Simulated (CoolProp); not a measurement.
Computed with CoolProp (reference Helmholtz-energy equation of state, Lemmon 2006). It is a short technical equation, of lower accuracy than the large ones.

Question: Give the vapour pressure (MPa), enthalpy of vaporisation (kJ/kg), liquid cp (kJ/(kg K)), vapour Z of saturated C2F6 (R116) at 182.6 K.

Answer: 
| T (K) | p (MPa) | enthalpy of vaporisation (kJ/kg) | liquid cp (kJ/(kg K)) | vapour Z |
|---|---|---|---|---|
| 182.6 | 0.0492 | 122 | 0.913 | 0.973 |
